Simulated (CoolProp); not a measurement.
Vapour-liquid equilibrium of R125 (1) + R236FA (2) at -79.05 °C; x and y are mole fractions of (1).

The numbers come from the multi-fluid Helmholtz-energy mixture model, Lemmon 2005 and Pan 2012; pair parameters Bell 2016 in CoolProp.

### Question
Give the bubble pressure and the first vapour's composition at x = 0.65, 0.85, 0.95. Is there an azeotrope?

### Answer
x = 0.65: 0.01110 MPa, y = 0.975; x = 0.85: 0.01418 MPa, y = 0.991; x = 0.95: 0.01574 MPa, y = 0.997. No azeotrope shows between x = 0.05 and 0.95.

Pair parameters are fitted to limited data, so mixtures are less certain than the pure fluids.
